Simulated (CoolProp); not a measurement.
Vapour-liquid equilibrium of n-hexane (1) + hexamethyldisiloxane (MM) (2) at 381.5 K; x and y are mole fractions of (1).

Values from CoolProp's multi-fluid Helmholtz-energy mixture model, Thol 2019 and Thol 2016; pair parameters Bell 2016.

```tsv
x	bubble pressure, mixture model (kPa)	bubble pressure, Raoult's law (kPa)	y, mixture model	y, Raoult's law
0.05	133.7	135.4	0.097	0.112
0.125	(withheld)	148.7	0.224	0.255
0.2	(withheld)	161.9	0.335	0.375
0.275	166.0	175.2	0.433	0.477
0.35	177.3	188.5	0.523	0.564
0.425	189.2	201.8	0.604	0.640
0.5	201.8	215.1	(withheld)	0.706
0.575	215.2	228.4	0.745	0.765
0.65	229.3	241.6	0.805	0.817
0.725	244.3	254.9	0.859	0.864
0.8	259.9	268.2	0.906	0.906
0.875	276.1	281.5	0.946	0.944
0.95	292.6	294.8	0.981	0.979
```

Some entries are withheld; supply them.


- 0.125, bubble pressure, mixture model (kPa): 144.4
- 0.2, bubble pressure, mixture model (kPa): 155.1
- 0.5, y, mixture model: 0.678

The largest gap from Raoult's law is -6.2 % in bubble pressure, at x = 0.425. No azeotrope shows between x = 0.05 and 0.95.

The pair parameters rest on a limited set of measurements; away from them the model extrapolates.
